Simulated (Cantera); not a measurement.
Feed: 1 mol Si(CH₃)₄, 0.03 mol C₂H₄, 290 mol H₂, equilibrated at 4.00 mbar.

Equilibrium computed with Cantera from the NASA thermochemical tables; the gas is ideal and each condensed phase is pure. Candidate condensed phases: C, C₆H₆, C₇H₈, C₈H₁₈, Si, SiC; 87 gas species. Rates play no part. All values below are at 2225 °C.

Base state: H₂ 0.669, H 0.322, C₂H₂ (acetylene) 0.00497, Si 0.00236, SiC₂ 0.000422, C₂H 0.000171, C₃ 6.93e-5, C 3.37e-5 (mole fractions); condensed: gas only.

What changes in the equilibrium state with this change: Si(CH₃)₄ replaced by SiHCl₃?


| species | before | after |
|---|---|---|
| H₂ | 0.669 | 0.667 |
| H | 0.322 | 0.322 |
| HCl | 0 | 0.00639 |
| C₂H₂ (acetylene) | 0.00497 | 7.29e-5 |
| Si | 0.00236 | 0.00280 |
| Cl | 0 | 0.00218 |
| C₄H₂ | 1.52e-5 | 3.29e-9 |
| C₃ | 6.93e-5 | 1.24e-7 |
